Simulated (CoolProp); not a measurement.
Vapour-liquid equilibrium of carbon dioxide (1) + R227EA (2) at 0.585 MPa; x and y are mole fractions of (1).

Computed with CoolProp (multi-fluid Helmholtz-energy mixture model, Span 1996 and Lemmon 2016; pair parameters Bell 2016).

Question: Give the bubble temperature and the first vapour's composition at x = 0.25, 0.35, 0.85. Is there an azeotrope?

Answer: x = 0.25: 258.5 K, y = 0.836; x = 0.35: 248.3 K, y = 0.907; x = 0.85: 223.7 K, y = 0.993. No azeotrope shows between x = 0.05 and 0.95.

The pair parameters rest on a limited set of measurements; away from them the model extrapolates.
